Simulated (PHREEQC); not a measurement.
Consider water at 25 °C with 0.2 mol/kgw Cu(NO3)2, 0.0006 mol/kgw H2SO4 and 0.0023 mol/kgw H3BO3. Closed to the air; pH follows from the charge balance.

All values are PHREEQC results (ion-association model, phreeqc.dat), not measurements.

```
quantity               before     after
--------------------  -------  --------
pH                       3.04      2.35
HSO4- (mol/kgw)       5.20e-6  0.000124
CuOH+ (mol/kgw)       8.10e-7   1.64e-7
Cu2(OH)2+2 (mol/kgw)  3.88e-7   1.58e-8
```

Name the change that produced these shifts.
A) H2SO4 from 0.0006 to 6e-05 mol/kgw
B) H2SO4 from 0.0006 to 0.003 mol/kgw
C) diluted 2-fold with water
D) H3BO3 from 0.0023 to 0.0115 mol/kgw

B, H2SO4 from 0.0006 to 0.003 mol/kgw

Precipitation was switched off in this run.
